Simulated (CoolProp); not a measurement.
cis-2-butene at 472.53 K and 0.68 MPa is throttled through a valve to 0.389 MPa with no heat exchange. Each further row changes one setting.

Values from CoolProp's reference Helmholtz-energy equation of state, Lemmon 2005. It is a short technical equation, of lower accuracy than the large ones.

| case | temperature change (K) | final density (kg/m³) |
|---|---|---|
| as stated | ___ | 5.72 |
| outlet pressure 0.117 MPa | -4.0 | ___ |
| outlet pressure 0.506 MPa | ___ | ___ |

### Question
Fill in the missing entries.

### Answer

- as stated, temperature change (K): -2.1
- outlet pressure 0.117 MPa, final density (kg/m³): 1.70
- outlet pressure 0.506 MPa, temperature change (K): -1.3
- outlet pressure 0.506 MPa, final density (kg/m³): 7.49
